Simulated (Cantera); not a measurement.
Cantera with NASA thermochemical tables; ideal gases at 1 bar, condensed phases pure. Values are per mole of reaction as written; species without (g) are pure solids or liquids, kept so even where they would boil at 1 bar.

Q: Between 748 and 1148 K, where is each reaction favourable under standard conditions?
- 2 CaS → S₂(g) + 2 Ca(g)

A: 
- 2 CaS → S₂(g) + 2 Ca(g): ΔG° is 1118 kJ at 748 K and 960 kJ at 1148 K; it stays positive (K < 1). ΔH° is 1408 kJ and ΔS° 390 J/K at 1148 K.
